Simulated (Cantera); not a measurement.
**Thermodynamics of calcination and drying, feed Mg(OH)2 + H2 + CO2 + C**

Input: 1 mol Mg(OH)2, 2.8 mol H2, 9 mol CO2, 0.47 mol C, equilibrated at 100 Torr.

Method: chemical equilibrium by Gibbs-energy minimisation in Cantera with the NASA 1993 tables (ideal gas, pure condensed phases). Candidate condensed phases: C, C6H6, C7H8, C8H18, H2O, Mg, MgCO3, MgO, Mg(OH)2; 116 gas species. Kinetics and transport are ignored.

```tsv
T (K)	x CO2	x H2O	x CO	x H2	x CH4	x H	x OH	x Mg(OH)2	n C(graphite)	n MgCO3(s)	n MgO(s)
598	0.655	0.290	0.00276	0.0354	0.0166	<1e-12	<1e-12	<1e-12	1.32	1.00	0
748	0.623	0.150	0.0883	0.132	0.00767	<1e-12	<1e-12	<1e-12	0.264	0	1.00
898	0.549	0.169	0.164	0.117	2.27e-5	1.03e-10	<1e-12	<1e-12	0	0	1.00
1048	0.520	0.198	0.194	0.0879	1.29e-7	6.27e-9	4.46e-11	3.17e-12	0	0	1.00
1198	0.500	0.218	0.214	0.0682	2.35e-9	1.36e-7	3.44e-9	1.70e-10	0	0	1.00
1348	0.487	0.231	0.227	0.0551	9.90e-11	1.49e-6	1.01e-7	3.68e-9	0	0	1.00
1498	0.478	0.240	0.236	0.0460	7.67e-12	1.01e-5	1.50e-6	4.25e-8	0	0	1.000
1648	0.471	0.247	0.242	0.0396	<1e-12	4.85e-5	1.36e-5	3.12e-7	0	0	1.000
```
x: gas mole fraction; n: condensed amount in mol.

At 598 K the condensed part is C(graphite) + MgCO3(s). At 748 K the condensed part is C(graphite) + MgO(s). From 898 K to 1648 K the condensed part is MgO(s).
